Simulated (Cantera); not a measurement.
An isothermal, constant-pressure homogeneous reactor starts with C2H6 : N2 = 1 : 31 (molar parts), at 1848 K and 101000 Pa.

Model: GRI-Mech 3.0 (53 species, 325 reactions), integrated in Cantera. GRI-Mech 3.0 stops at C3 and has no aromatics, soot or wall deposition, so with more carbon than oxygen in the feed, carbon stays in small species such as C2H2 where larger ones or solid carbon would form.

Problem. Predict: x(C2H6) at 200 s; x(C2H) at 200 s; x(HCN) at 200 s; x(CH2) at 200 s; x(C2H4) at 200 s.

Solution. 
- x(C2H6) at 200 s = 1.68e-9 (gas-phase equilibrium 3.67e-10)
- x(C2H) at 200 s = 6.66e-7 (gas-phase equilibrium 1.42e-7)
- x(HCN) at 200 s = 0.00167 (gas-phase equilibrium 0.0466)
- x(CH2) at 200 s = 1.10e-8 (gas-phase equilibrium 5.15e-9)
- x(C2H4) at 200 s = 2.84e-5 (gas-phase equilibrium 6.09e-6)
